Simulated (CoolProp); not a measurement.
Vapour-liquid equilibrium of R125 (1) + R134a (2) at 0.16 MPa; x and y are mole fractions of (1).

Computed with CoolProp (multi-fluid Helmholtz-energy mixture model, Lemmon 2005 and Tillner-Roth 1994; pair parameters Lemmon 2004).

### Question
Give the bubble temperature and the first vapour's composition at x = 0.05, 0.575, 0.65. Is there an azeotrope?

### Answer
x = 0.05: -17.4 °C, y = 0.116; x = 0.575: -31.2 °C, y = 0.775; x = 0.65: -32.6 °C, y = 0.825. No azeotrope shows between x = 0.05 and 0.95.

The pair parameters rest on a limited set of measurements; away from them the model extrapolates.
